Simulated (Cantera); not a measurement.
What does this Cantera script print?

```python
import numpy as np
import cantera as ct

gas = ct.Solution("h2o2.yaml")
gas.TPX = 550, 13332, {'H2': 1, 'O2': 0.455, 'N2': 1.71}
flame = ct.FreeFlame(gas, width=0.16)
flame.set_refine_criteria(ratio=3, slope=0.08, curve=0.16)
flame.transport_model = "unity-Lewis-number"
flame.solve(loglevel=0, auto=True)
z, T = flame.grid, flame.T
thick = (T[-1] - T[0]) / np.gradient(T, z).max()
show = ['H2', 'O2', 'HO2', 'H2O2', 'H', 'OH']
print(f"laminar burning velocity  {flame.velocity[0] * 100:.3f} cm/s")
print(f"burnt temperature         {T[-1]:.1f} K")
print(f"thermal thickness         {thick * 1e3:.4f} mm")
print(f"grid points               {len(z)}")
z0 = z[flame.heat_release_rate.argmax()]
print(f"{'z/mm':>9s}{'T/K':>9s}{'u/(m/s)':>9s}" + "".join(f"{s:>11s}" for s in show))
rows = []
for k in (-3, -2, -1.5, -1, -0.5, -0.25, 0, 0.25, 0.5, 1, 2, 4, 8):
    zz = z0 + k * thick
    rows.append([k * thick, np.interp(zz, z, T), np.interp(zz, z, flame.velocity),
                 *(np.interp(zz, z, flame.X[gas.species_index(s)]) for s in show)])
    print(f"{rows[-1][0] * 1e3:9.3f}{rows[-1][1]:9.1f}{rows[-1][2]:9.3f}" + "".join(f"{x:11.3e}" for x in rows[-1][3:]))
```

It prints:

```
laminar burning velocity  334.904 cm/s
burnt temperature         2426.1 K
thermal thickness         4.6566 mm
grid points               124
     z/mm      T/K  u/(m/s)         H2         O2        HO2       H2O2          H         OH
  -13.970    550.0    3.349  3.160e-01  1.438e-01  1.392e-11  2.083e-13  4.206e-16  1.827e-17
   -9.313    550.0    3.349  3.160e-01  1.438e-01  5.653e-10  5.906e-12  1.690e-13  7.282e-15
   -6.985    550.0    3.349  3.160e-01  1.438e-01  6.798e-09  7.056e-11  8.208e-12  3.299e-13
   -4.657    550.0    3.349  3.160e-01  1.438e-01  2.952e-07  3.114e-09  2.880e-09  6.913e-11
   -2.328    558.5    3.399  3.150e-01  1.433e-01  3.592e-05  4.637e-07  3.666e-05  3.304e-06
   -1.164    691.1    4.172  2.947e-01  1.339e-01  3.943e-05  7.789e-07  4.315e-03  1.867e-04
    0.000   1113.3    6.559  1.486e-01  7.280e-02  1.302e-05  5.678e-07  6.864e-02  2.854e-03
    1.164   1380.2    7.993  5.950e-02  3.122e-02  4.576e-06  7.378e-07  1.013e-01  7.940e-03
    2.328   1503.9    8.625  5.746e-02  2.648e-02  3.328e-06  5.823e-07  9.016e-02  1.040e-02
    4.657   1649.8    9.352  6.014e-02  2.345e-02  2.479e-06  3.468e-07  7.408e-02  1.311e-02
    9.313   1809.5   10.125  6.141e-02  2.012e-02  1.801e-06  1.792e-07  5.787e-02  1.560e-02
   18.626   1973.4   10.894  6.064e-02  1.655e-02  1.290e-06  9.366e-08  4.285e-02  1.726e-02
   37.252   2128.0   11.598  5.792e-02  1.298e-02  9.721e-07  5.632e-08  3.026e-02  1.760e-02
```

Model: the H2/O2 subset of GRI-Mech 3.0, which has no nitrogen chemistry, integrated in Cantera. Unity Lewis numbers drop preferential diffusion, which matters most where H2 and H carry the flame. Burning velocities carry a grid error of a few per cent, more on coarse grids.
